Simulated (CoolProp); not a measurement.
Vapour-liquid equilibrium of benzene (1) + o-xylene (2) at 2.25 bar; x and y are mole fractions of (1).

Computed with CoolProp (multi-fluid Helmholtz-energy mixture model, Thol 2012 and Zhou 2012; pair parameters Bell 2016).

Task: Give the bubble temperature and the first vapour's composition at x = 0.05, 0.2, 0.35. Is there an azeotrope?

Result: x = 0.05: 171.7 °C, y = 0.155; x = 0.2: 154.2 °C, y = 0.526; x = 0.35: 139.3 °C, y = 0.739. No azeotrope shows between x = 0.05 and 0.95.

The pair parameters rest on a limited set of measurements; away from them the model extrapolates. The gap from Raoult's law changes sign with composition, which may be real or a fault of the pair parameters; it wasn't checked against measurements.
